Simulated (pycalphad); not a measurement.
Source of the numbers: pycalphad with the COST 507 light-alloy database (1999); pressure 1 atm. The database dates from 1999; later assessments differ in places, in temperatures and in the compounds included. Not assessed as a whole: an extrapolation from subsystems, which can miss ternary compounds. Phase fractions are per mole of atoms.

Problem. Give the equilibrium state of Al-7.302Si-0.6525Mg-1.111Mn (wt.%) at 800 K.

Solution. FCC_A1, fraction 0.909, with 1.0 Si, 0.49 Mg, 0.03 Mn wt.%; DIAMOND_A4, fraction 0.057, with >99.99 Si, no Mg, no Mn wt.%; ALMNSI_ALPHA, fraction 0.031, with 11.1 Si, no Mg, 29.9 Mn wt.%; MG2SI, fraction 0.003, with 36.6 Si, 63.4 Mg, no Mn wt.%.

Problem. Give the equilibrium state of Al-7.302Si-0.6525Mg-1.111Mn (wt.%) at 850 K.

Solution. 
```
T = 850.00 K, P = 101325 Pa, N = 1 mol of atoms
G = -33319 J/mol, H = 22204 J/mol, S = 65.32 J/(mol K)  (SER reference)
chemical potentials (J/mol): Al -33082, Si -24378, Mg -75206, Mn -132262
phase             fraction      x(Al)      x(Si)      x(Mg)      x(Mn)
LIQUID              0.5255     0.8694     0.1168     0.0123     0.0015
FCC_A1              0.4484     0.9844     0.0134     0.0019    0.00035
ALMNSI_ALPHA        0.0261     0.6998     0.1262       none     0.1739
```

Database names, with the compositions (at.%) that they take in these runs: ALMNSI_ALPHA: Al 70-73 Mn 17 Si 10-13; MG2SI: Mg 67 Si 33. FCC_A1 is fcc; DIAMOND_A4 is diamond (Si). An entry "none" or "no" means that the model of the phase leaves that element out.
